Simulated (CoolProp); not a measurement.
Vapour-liquid equilibrium of sulfur hexafluoride (1) + n-pentane (2) at 9.45 °C; x and y are mole fractions of (1).

Computed with CoolProp (multi-fluid Helmholtz-energy mixture model, Guder 2009 and Thol 2019; pair parameters Bell 2016).

Problem. Give the bubble pressure and the first vapour's composition at x = 0.05, 0.2, 0.35. Is there an azeotrope?

Solution. x = 0.05: 0.3370 MPa, y = 0.884; x = 0.2: 0.9878 MPa, y = 0.955; x = 0.35: 1.259 MPa, y = 0.963. No azeotrope shows between x = 0.05 and 0.95.

Pair parameters are fitted to limited data, so mixtures are less certain than the pure fluids. With so large a gap from Raoult's law the liquid may split in two, which this calculation doesn't test in full.
